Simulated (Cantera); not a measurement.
Input: 1 mol SiH2Cl2, 0.4 mol Cl2, 4.3 mol N2, 0.017 mol HF, at 52.0 mbar.

Method: chemical equilibrium by Gibbs-energy minimisation in Cantera with the NASA 1993 tables (ideal gas, pure condensed phases). Candidate condensed phases: NH4Cl, Si, Si3N4; 49 gas species. N2 is the only nitrogen source here; it is nearly inert below about 1500 K, so the nitride shown seldom forms there in practice. The tables' values for SiCl3, SiF3, SiF2 are old estimates; treat these amounts as uncertain. Rates play no part.

x: gas mole fraction; n: condensed amount in mol.

```json
[
 {"T (K)": "800", "x N2": "0.664", "x HCl": "0.183", "x H2": "0.0795", "x SiCl2": "1.46e-10", "x SiCl4": "0.0729", "x SiCl3": "3.09e-7", "n Si3N4(s)": "0.188"},
 {"T (K)": "900", "x N2": "0.661", "x HCl": "0.198", "x H2": "0.0717", "x SiCl2": "1.62e-8", "x SiCl4": "0.0689", "x SiCl3": "4.84e-6", "n Si3N4(s)": "0.196"},
 {"T (K)": "1000", "x N2": "0.658", "x HCl": "0.209", "x H2": "0.0657", "x SiCl2": "6.92e-7", "x SiCl4": "0.0658", "x SiCl3": "4.34e-5", "n Si3N4(s)": "0.202"},
 {"T (K)": "1100", "x N2": "0.656", "x HCl": "0.218", "x H2": "0.0610", "x SiCl2": "1.47e-5", "x SiCl4": "0.0632", "x SiCl3": "0.000259", "n Si3N4(s)": "0.206"},
 {"T (K)": "1200", "x N2": "0.655", "x HCl": "0.225", "x H2": "0.0572", "x SiCl2": "0.000185", "x SiCl4": "0.0605", "x SiCl3": "0.00113", "n Si3N4(s)": "0.209"},
 {"T (K)": "1300", "x N2": "0.653", "x HCl": "0.229", "x H2": "0.0545", "x SiCl2": "…", "x SiCl4": "0.0563", "x SiCl3": "0.00382", "n Si3N4(s)": "0.209"},
 {"T (K)": "1400", "x N2": "0.651", "x HCl": "0.228", "x H2": "0.0533", "x SiCl2": "0.00884", "x SiCl4": "0.0472", "x SiCl3": "0.00991", "n Si3N4(s)": "0.199"},
 {"T (K)": "1500", "x N2": "0.646", "x HCl": "0.216", "x H2": "0.0554", "x SiCl2": "…", "x SiCl4": "…", "x SiCl3": "0.0177", "n Si3N4(s)": "…"},
 {"T (K)": "1600", "x N2": "0.641", "x HCl": "0.185", "x H2": "0.0646", "x SiCl2": "0.0790", "x SiCl4": "0.0100", "x SiCl3": "0.0179", "n Si3N4(s)": "0.104"}
]
```

Task: Fill in the missing entries.

Result: 
- 1500, x SiCl2: 0.0339
- 1500, x SiCl4: 0.0292
- 1500, n Si3N4(s): 0.165
- 1300, x SiCl2: 0.00154
